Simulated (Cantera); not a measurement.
# Equilibrium for calcination and drying: Ca(OH)2 + CO2 + H2O

Feed: 1 mol Ca(OH)2, 4.7 mol CO2, 0.079 mol H2O, held at 0.000200 bar.

Method: chemical equilibrium by Gibbs-energy minimisation in Cantera with the NASA 1993 tables (ideal gas, pure condensed phases). Candidate condensed phases: C, C6H6, C7H8, C8H18, Ca, CaCO3, CaO, Ca(OH)2, H2O; 115 gas species. The numbers say what is thermodynamically allowed, not how fast it happens.

```tsv
T (°C)	x CO2	x H2O	x CO	x O2	x OH	x H2	x O	x H	n CaO(s)
1177	0.809	0.186	0.00314	0.00168	0.000171	0.000304	5.82e-6	1.17e-5	1.00
1252	0.803	0.185	0.00674	0.00356	0.000400	0.000577	2.39e-5	4.02e-5	1.000
1327	0.794	0.184	0.0134	0.00698	0.000861	0.00103	8.57e-5	0.000123	1.000
1402	0.777	0.181	0.0248	0.0128	0.00172	0.00175	0.000273	0.000343	1.000
1477	0.750	0.177	0.0432	0.0220	0.00322	0.00282	0.000785	0.000873	1.000
1552	0.709	0.171	0.0706	0.0356	0.00564	0.00434	0.00205	0.00205	1.000
1627	0.651	0.161	0.109	0.0539	0.00929	0.00639	0.00490	0.00449	1.000
```
x: gas mole fraction; n: condensed amount in mol.

From 1177 °C to 1627 °C the condensed part is CaO(s). The main Ca-bearing gas is Ca(OH)2 throughout.
